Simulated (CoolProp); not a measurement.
The fluid at 375.61 K and 4.07 MPa (stagnation) flows isentropically through a choked orifice. The same conditions are run with several fluids, on thermodynamics alone (safety and materials aside).

Model: reference Helmholtz-energy equation of state of each fluid (carbon dioxide: Span 1996; nitrous oxide: Lemmon 2006; R410A: Lemmon 2003; ethane: Bücker 2006; hydrogen sulfide: Lemmon 2006), in CoolProp. Blends and air are pseudo-pure fits.

### Question
Rank carbon dioxide, nitrous oxide, R410A, ethane, hydrogen sulfide by throat to inlet pressure ratio, highest first.

### Answer
R410A (0.593), ethane (0.581), nitrous oxide (0.555), carbon dioxide (0.552), hydrogen sulfide (0.547)

```json
[
 {"fluid": "carbon dioxide", "mass flux (kg/(m² s))": "10600", "throat temperature (K)": "328.2"},
 {"fluid": "nitrous oxide", "mass flux (kg/(m² s))": "10600", "throat temperature (K)": "329.5"},
 {"fluid": "R410A", "mass flux (kg/(m² s))": "14100", "throat temperature (K)": "344.3"},
 {"fluid": "ethane", "mass flux (kg/(m² s))": "8650", "throat temperature (K)": "343.3"},
 {"fluid": "hydrogen sulfide", "mass flux (kg/(m² s))": "9820", "throat temperature (K)": "321.3"}
]
```
